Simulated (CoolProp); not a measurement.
A Linde-Hampson liquefier for ethylene: isothermal reversible compression at 300 K from 1 atm to 30 MPa, throttling to 1 atm, return gas leaving the recuperator 2 K below the feed. Each further row changes one setting.

Model: reference Helmholtz-energy equation of state, Smukala 2000, in CoolProp.

```tsv
case	liquid yield per pass	compression work (kJ/kg of gas)
as stated	0.479	397
as stated	0.479	397
high pressure 60 MPa	0.451	462
warm-end temperature 330 K	0.401	467
warm-end gap 7 K	0.473	397
high pressure 60 MPa	0.451	462
warm-end temperature 330 K	0.401	467
warm-end gap 7 K	0.473	397
```
